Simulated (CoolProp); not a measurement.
Vapour pressure (kPa) of chlorine: the reference equation beside estimates from Tc = 416.9 K, pc = 7642 kPa, ω = 0.070. Clausius-Clapeyron is anchored at 287.2 K with a constant enthalpy of vaporisation of 18.17 kJ/mol.

The numbers come from the reference Helmholtz-energy equation of state, Thol 2021 in CoolProp.

```
T (K)  reference  Lee-Kesler  Clausius-Clapeyron  van der Waals  Redlich-Kwong  Soave-Redlich-Kwong  Peng-Robinson
-----  ---------  ----------  ------------------  -------------  -------------  -------------------  -------------
272.8      363.9       366.6               381.1           1077          368.4                365.7          369.5
280        458.1       460.1               468.2           1237          466.9                459.3          462.4
287.2      569.4       570.4               569.4           1412          583.4                569.8          572.0
294.4      699.8       699.1               685.9           1602          719.8                699.2          699.9
301.6      850.9       848.1               818.9           1809          877.6                849.2          848.1
308.8       1025        1019               969.6           2032           1059                 1022           1018
316         1223        1214                1139           2273           1265                 1219           1213
323.2       1447        1434                1329           2530           1497                 1442           1433
330.4       1700        1681                1540           2806           1758                 1693           1681
337.6       1982        1958                1773           3100           2049                 1975           1959
344.8       2297        2265                2030           3412           2371                 2289           2270
352         2645        2606                2311           3744           2727                 2637           2614
```

Absolute difference from the reference over all 12 rows, mean and median: Lee-Kesler 0.8 and 0.7 %, Clausius-Clapeyron 6.4 and 6.1 %, van der Waals 102.2 and 92.0 %, Redlich-Kwong 2.9 and 3.2 %, Soave-Redlich-Kwong 0.3 and 0.3 %, Peng-Robinson 0.9 and 1.0 %.
